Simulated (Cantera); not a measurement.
## Pyrogenic steam for wet oxidation

A perfectly stirred reactor is fed with 36.6 % H2, 24.4 % O2, 39.0 % N2, at 0.168 atm; it is held at 1000 K, and followed from long to short residence time.

Detailed kinetics in Cantera: GRI-Mech 3.0 (53 species, 325 reactions). The temperature is held fixed by assumption; the heat of reaction is taken as removed at once.

| τ (s) | x H2 | x O2 | x O | x H2O | x N2O |
|---|---|---|---|---|---|
| 22 | 0.000827 | 0.0750 | 2.30e-6 | 0.447 | 9.98e-8 |
| 7.1 | 0.00134 | 0.0752 | 6.07e-6 | 0.446 | 8.87e-8 |
| 2.3 | 0.00214 | 0.0756 | 1.55e-5 | 0.445 | 7.59e-8 |
| 0.76 | 0.00349 | 0.0762 | 3.67e-5 | 0.443 | 6.19e-8 |
| 0.25 | 0.00585 | 0.0772 | 8.23e-5 | 0.440 | 4.74e-8 |
| 0.081 | 0.0101 | 0.0792 | 0.000176 | 0.435 | 3.41e-8 |
| 0.026 | 0.0175 | 0.0826 | 0.000359 | 0.425 | 2.32e-8 |
| 0.0086 | 0.0300 | 0.0884 | 0.000691 | 0.408 | 1.53e-8 |
| 0.0028 | 0.0514 | 0.0986 | 0.00130 | 0.379 | 9.70e-9 |
| 0.00091 | 0.0862 | 0.116 | 0.00236 | 0.328 | 5.86e-9 |
x: mole fraction; the columns are a selection and need not sum to one.
